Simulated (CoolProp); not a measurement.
Vapour-liquid equilibrium of hydrogen chloride (1) + n-butane (2) at 173 kPa; x and y are mole fractions of (1).

Computed with CoolProp (multi-fluid Helmholtz-energy mixture model, Thol 2018 and Bücker 2006; pair parameters Bell 2016).

```
x      bubble temperature (K)  y at the bubble point  dew temperature at overall composition x (K)  liquid density (mol/L)
-----  ----------------------  ---------------------  --------------------------------------------  ----------------------
0.05                    252.1                  0.751                                         286.1                   11.08
0.125                   225.2                  0.941                                         283.6                   12.21
0.2                     213.4                  0.973                                         281.0                   13.15
0.275                   207.6                  0.983                                         278.2                   14.07
0.35                    204.6                  0.987                                             ?                   15.04
0.425                   203.1                  0.989                                         272.0                   16.08
0.5                     202.4                  0.990                                         268.4                   17.24
0.575                   202.0                  0.990                                         264.4                       ?
0.65                    201.8                  0.990                                         259.8                   20.04
0.725                   201.5                  0.991                                         254.4                   21.78
0.8                     200.9                  0.992                                             ?                   23.85
0.875                   200.1                  0.994                                             ?                   26.33
0.95                        ?                  0.997                                         222.6                       ?
```

Question: Complete the blanks.

Answer: 
- 0.35, dew temperature at overall composition x (K): 275.3
- 0.575, liquid density (mol/L): 18.54
- 0.8, dew temperature at overall composition x (K): 247.6
- 0.875, dew temperature at overall composition x (K): 238.3
- 0.95, bubble temperature (K): 199.0
- 0.95, liquid density (mol/L): 29.38

No azeotrope shows between x = 0.05 and 0.95.

Pair parameters are fitted to limited data, so mixtures are less certain than the pure fluids. With so large a gap from Raoult's law the liquid may split in two, which this calculation doesn't test in full.
